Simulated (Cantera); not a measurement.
Charge: 1 mol Al, 0.016 mol H2O, 5.9 mol H2, 2 mol I2, equilibrated at 62.0 mbar.

Cantera equilibrium calculation (NASA polynomials, part measured and part estimated; ideal gas, pure solids and liquids). Candidate condensed phases: Al, AlI3, Al2O3, H2O, I2; 25 gas species. Rates play no part. All values below are at 1250 °C.

Base state: H2 0.646, I 0.149, HI 0.0890, AlI 0.0593, AlI3 0.0561, I2 0.000750, H 7.46e-5 (mole fractions); condensed: Al2O3(s).

**Question.** What changes in the equilibrium state with this change: pressure from 62.0 mbar to 10.0 mbar?

**Answer.** 
| species | before | after |
|---|---|---|
| H2 | 0.646 | 0.593 |
| I | 0.149 | 0.246 |
| AlI | 0.0593 | 0.0974 |
| AlI3 | 0.0561 | 0.00656 |
| HI | 0.0890 | 0.0567 |
| H | 7.46e-5 | 0.000178 |
| I2 | 0.000750 | 0.000331 |
| Al2O3(s), mol | 0.00533 | 0.00533 |
